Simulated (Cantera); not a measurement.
# Equilibrium for oxide etching and cleaning by halides: CuO + F2

Input: 1 mol CuO, a varied amount of F2, held at 727 °C and 3.30e-5 bar.

These are equilibrium values from Cantera (NASA tables, ideal gas, pure condensed phases), not measurements of a reactor. Candidate condensed phases: Cu, CuF2, CuO, Cu2O; 13 gas species. Rates play no part.

```json
[
 {"n(F2) (mol)": "0.87", "log p F": "-10.50", "log p O2": "-4.74", "log p CuF2": "-4.92", "log p CuF": "-5.54", "log p F2": "<-16", "n CuF2(s)": "0.516", "n Cu2O(s)": "0.0461"},
 {"n(F2) (mol)": "1.1", "log p F": "-5.22", "log p O2": "-4.82", "log p CuF2": "-4.92", "log p CuF": "-10.82", "log p F2": "-8.43", "n CuF2(s)": "0.600", "n Cu2O(s)": "0"},
 {"n(F2) (mol)": "1.4", "log p F": "-4.89", "log p O2": "-5.09", "log p CuF2": "-4.92", "log p CuF": "-11.15", "log p F2": "-7.76", "n CuF2(s)": "0.258", "n Cu2O(s)": "0"},
 {"n(F2) (mol)": "1.8", "log p F": "-4.77", "log p O2": "-5.27", "log p CuF2": "-4.97", "log p CuF": "-11.33", "log p F2": "-7.52", "n CuF2(s)": "0", "n Cu2O(s)": "0"},
 {"n(F2) (mol)": "2.4", "log p F": "-4.67", "log p O2": "-5.42", "log p CuF2": "-5.11", "log p CuF": "-11.57", "log p F2": "-7.32", "n CuF2(s)": "0", "n Cu2O(s)": "0"},
 {"n(F2) (mol)": "3", "log p F": "-4.62", "log p O2": "-5.52", "log p CuF2": "-5.22", "log p CuF": "-11.72", "log p F2": "-7.23", "n CuF2(s)": "0", "n Cu2O(s)": "0"},
 {"n(F2) (mol)": "3.9", "log p F": "-4.58", "log p O2": "-5.64", "log p CuF2": "-5.34", "log p CuF": "-11.88", "log p F2": "-7.15", "n CuF2(s)": "0", "n Cu2O(s)": "0"},
 {"n(F2) (mol)": "5", "log p F": "-4.56", "log p O2": "-5.76", "log p CuF2": "-5.46", "log p CuF": "-12.02", "log p F2": "-7.10", "n CuF2(s)": "0", "n Cu2O(s)": "0"}
]
```
log p: log10 of the partial pressure in bar; n: condensed amount in mol.

At 0.87 mol F2 the condensed part is CuF2(s) + Cu2O(s). From 1.1 mol F2 to 1.4 mol F2 the condensed part is CuF2(s). From 1.8 mol F2 to 5 mol F2 nothing is condensed. The main Cu-bearing gas is CuF2 throughout.
